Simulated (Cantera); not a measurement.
What does this Cantera script print?

```python
import numpy as np
import cantera as ct

gas_names = """
    Mg MgO Mg2 O O2 O3 Ti TiO TiO2
""".split()
cond_names = """
    Mg(cr) Mg(L) MgO(s) MgO(L) MgTiO3(s) MgTiO3(L) MgTi2O5(s) MgTi2O5(L) Mg2TiO4(s) Mg2TiO4(L) Ti(a)
    Ti(b) Ti(L) TiO(a) TiO(b) TiO(L) TiO2(ru) TiO2(L) Ti2O3(a) Ti2O3(b) Ti2O3(L) Ti3O5(a) Ti3O5(b)
    Ti3O5(L) Ti4O7(s) Ti4O7(L)
""".split()


# ... load() reads the species with a 1 bar reference pressure and builds the phases ...
atoms = {
    'TiO2': {'Ti': 1, 'O': 2},
    'MgO': {'Mg': 1, 'O': 1},
    'O2': {'O': 2},
}
top_T = {}  # K; cautious upper limits of use, not melting points


# ... equilibrate(T, P, feed) seeds the gas with the atoms and calls Mixture.equilibrate('TP', solver="vcs", rtol=1e-11, max_steps=5000) ...
results = []
feed = {'TiO2': 1, 'MgO': 2.3, 'O2': 0.53}  # mol
P = 17  # Pa
for T in [700, 800, 900, 1000, 1100, 1200, 1300, 1400, 1500, 1600, 1700, 1800, 1900]:
    mix = equilibrate(T, P, feed)
    results.append((T, P, feed, dict(zip(mix.species_names, mix.species_moles))))

top = {s: max(r[3][s] / sum(r[3][g] for g in gas_names) for r in results) for s in gas_names}
cols = sorted((s for s in top if top[s] > 0.001), key=lambda s: -top[s])[:9]
seen = [c for c in cond_names if any(r[3].get(c, 0) > 1e-12 for r in results)]
print("log10 of partial pressures in bar; condensed amounts in mol")
print(f"{'T/K':>10s}" + "".join(f"{s[:9]:>10s}" for s in cols + seen))
for T, P, feed, n in results:
    ng = sum(n[g] for g in gas_names)
    print(f"{T:10.4g}" + "".join(f"{np.log10(max(n[s] / ng * P / 1e5, 1e-99)):10.3f}" for s in cols)
          + "".join(f"{n.get(c, 0):10.4g}" for c in seen))
```

Result:

```
log10 of partial pressures in bar; condensed amounts in mol
       T/K        O2         O    MgO(s) MgTiO3(s) Mg2TiO4(s
       700    -3.770   -17.330       1.3         1         0
       800    -3.770   -14.983       0.3         0         1
       900    -3.770   -13.154       0.3         0         1
      1000    -3.770   -11.688       0.3         0         1
      1100    -3.770   -10.488       0.3         0         1
      1200    -3.770    -9.486       0.3         0         1
      1300    -3.770    -8.637       0.3         0         1
      1400    -3.770    -7.909       0.3         0         1
      1500    -3.770    -7.277       0.3         0         1
      1600    -3.770    -6.724       0.3         0         1
      1700    -3.771    -6.235       0.3         0         1
      1800    -3.774    -5.802       0.3         0         1
      1900    -3.780    -5.415    0.2999         0         1
```

Cantera equilibrium calculation (NASA polynomials, part measured and part estimated; ideal gas, pure solids and liquids). Mutual solubility and eutectic melting of coexisting phases are not modelled. Condensed phases not in the tables: alloys, solid solutions and most ternary compounds.
